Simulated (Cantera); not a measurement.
Charge: 1 mol NF3, 0.12 mol H2O, 0.4 mol H2, held at 1323 K and 0.00133 bar.

Cantera equilibrium calculation (NASA polynomials, part measured and part estimated; ideal gas, pure solids and liquids). Candidate condensed phases: H2O; 40 gas species. The numbers say what is thermodynamically allowed, not how fast it happens.

Base state: F 0.550, HF 0.292, N2 0.140, O2 0.0168, F2 0.000324, NO 5.48e-5 (mole fractions); condensed: gas only.

Q: What changes in the equilibrium state with this change: NF3 replaced by H2S?

A: 
| species | before | after |
|---|---|---|
| H2 | <1e-9 | 0.626 |
| S2 | 0 | 0.208 |
| H2S | 0 | 0.100 |
| F | 0.550 | 0 |
| HF | 0.292 | 0 |
| N2 | 0.140 | 0 |
| H2O | <1e-9 | 0.0622 |
| O2 | 0.0168 | <1e-9 |
| SH | 0 | 0.00264 |
| F2 | 0.000324 | 0 |
| SO | 0 | 6.39e-5 |
Further candidate phases: H2SO4, S.

Q: What changes in the equilibrium state with this change: NF3 replaced by PH3?

A: 
```
species  before     after
-------  ------  --------
H2        <1e-9     0.758
P2            0     0.195
H2O       <1e-9    0.0425
F         0.550         0
HF        0.292         0
N2        0.140         0
O2       0.0168     <1e-9
PO            0   0.00350
PO2           0  0.000775
```
Gases not in the tables: HPO2, HPO3 and P4O6. Further candidate phases: P, P4O10.

Q: What changes in the equilibrium state with this change: H2 from 0.4 to 0.9 mol?

A: 
```tsv
species	before	after
HF	0.292	0.573
F	0.550	0.270
N2	0.140	0.140
F2	0.000324	7.79e-5
O2	0.0168	0.0168
NO	5.48e-5	5.48e-5
```
